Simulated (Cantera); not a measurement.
Input (Python, Cantera) and output of one run.

```python
import numpy as np
import cantera as ct

gas_names = [...]  # 151 gases of nasa_gas.yaml made of C, H, N, O, Si
cond_names = """
    C(gr) C6H6(L) C7H8(L) C8H18(L),n-octa H2O(s) H2O(L) Si(cr) Si(L) SiC(b) SiO2(Lqz) SiO2(hqz) SiO2(L)
    Si2N2O(s) Si3N4(a)
""".split()


# ... load() reads the species with a 1 bar reference pressure and builds the phases ...
atoms = {
    'TEOS': {'Si': 1, 'C': 8, 'H': 20, 'O': 4},
    'N2O': {'N': 2, 'O': 1},
}
top_T = {'C(gr)': 4500, 'SiC(b)': 3050, 'Si2N2O(s)': 2100, 'Si3N4(a)': 2400}  # K; cautious upper limits of use, not melting points


# ... equilibrate(T, P, feed) seeds the gas with the atoms and calls Mixture.equilibrate('TP', solver="vcs", rtol=1e-11, max_steps=5000) ...
results = []
feed = {'TEOS': 1, 'N2O': 9.3}  # mol
P = 10000  # Pa
for T in [825, 925, 1025, 1125, 1225, 1325, 1425, 1525, 1625, 1725]:
    mix = equilibrate(T, P, feed)
    results.append((T, P, feed, dict(zip(mix.species_names, mix.species_moles))))

top = {s: max(r[3][s] / sum(r[3][g] for g in gas_names) for r in results) for s in gas_names}
cols = sorted((s for s in top if top[s] > 0.001), key=lambda s: -top[s])[:6]
seen = [c for c in cond_names if any(r[3].get(c, 0) > 1e-12 for r in results)]
print("log10 of partial pressures in bar; condensed amounts in mol")
print(f"{'T/K':>10s}" + "".join(f"{s[:9]:>10s}" for s in cols + seen))
for T, P, feed, n in results:
    ng = sum(n[g] for g in gas_names)
    print(f"{T:10.4g}" + "".join(f"{np.log10(max(n[s] / ng * P / 1e5, 1e-99)):10.3f}" for s in cols)
          + "".join(f"{n.get(c, 0):10.4g}" for c in seen))
```

It prints:

```
log10 of partial pressures in bar; condensed amounts in mol
       T/K        N2        H2        CO       CO2       H2O       CH4     C(gr) SiO2(Lqz) SiO2(hqz)   SiO2(L)
       825    -1.446    -1.512    -1.807    -1.961    -2.218    -3.068    0.8896         1         0         0
       925    -1.467    -1.501    -1.654    -2.147    -2.299    -4.330         0         0         1         0
      1025    -1.468    -1.515    -1.633    -2.221    -2.216    -5.672         0         0         1         0
      1125    -1.468    -1.527    -1.617    -2.289    -2.158    -6.773         0         0         1         0
      1225    -1.468    -1.538    -1.605    -2.351    -2.117    -7.688         0         0         1         0
      1325    -1.468    -1.546    -1.595    -2.407    -2.088    -8.461         0         0         1         0
      1425    -1.468    -1.552    -1.588    -2.458    -2.065    -9.121         0         0         1         0
      1525    -1.468    -1.558    -1.582    -2.503    -2.048    -9.691         0         0         1         0
      1625    -1.468    -1.562    -1.578    -2.543    -2.035   -10.188         0         0         1         0
      1725    -1.468    -1.566    -1.574    -2.579    -2.025   -10.625         0         0         0    0.9996
```

Method: chemical equilibrium by Gibbs-energy minimisation in Cantera with the NASA 1993 tables (ideal gas, pure condensed phases). The feed counts by its element totals alone. The tables hold silica as quartz up to 1696 K and as liquid above; real silica turns to tridymite and cristobalite and melts near 1996 K.
